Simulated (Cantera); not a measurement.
A diamond (100) surface in a fixed gas of H2 with x(CH4) = 0.007, x(H) = 0.00042, at 1075 K, 113 Torr; coverages are run to steady state.

Model: the Harris–Goodwin 1993 mechanism for the reconstructed diamond (100) surface, integrated in Cantera.

θ: site fractions in the mechanism's names (c6HH fully hydrogenated, c6H* and c6*H radical sites, c6** diradical, c6HM methylated).

| x(CH3) | growth (µm/h) | θ c6HH | θ c6H* | θ c6*H | θ c6** | θ c6HM |
|---|---|---|---|---|---|---|
| 1e-06 | [?] | 0.552 | 0.0245 | 0.411 | 0.0116 | 0.000456 |
| 2.4e-06 | [?] | 0.551 | 0.0245 | 0.411 | 0.0116 | 0.00109 |
| 5.9e-06 | [?] | 0.550 | 0.0244 | 0.410 | 0.0115 | 0.00268 |
| 1.4e-05 | [?] | 0.547 | 0.0243 | 0.408 | 0.0114 | 0.00631 |
| 3.5e-05 | [?] | 0.540 | 0.0239 | 0.402 | 0.0112 | 0.0155 |
| 8.6e-05 | [?] | 0.523 | 0.0231 | 0.389 | 0.0106 | 0.0366 |
| 0.00021 | [?] | 0.487 | 0.0214 | 0.360 | 0.00929 | 0.0817 |
| 0.00051 | [?] | 0.422 | 0.0183 | 0.308 | 0.00709 | 0.164 |
| 0.0012 | [?] | 0.330 | 0.0140 | 0.235 | 0.00433 | 0.280 |

### Question
Complete the blanks.

### Answer

- 1e-06, growth (µm/h): 0.0523
- 2.4e-06, growth (µm/h): 0.125
- 5.9e-06, growth (µm/h): 0.307
- 1.4e-05, growth (µm/h): 0.724
- 3.5e-05, growth (µm/h): 1.78
- 8.6e-05, growth (µm/h): 4.20
- 0.00021, growth (µm/h): 9.34
- 0.00051, growth (µm/h): 18.7
- 0.0012, growth (µm/h): 31.7
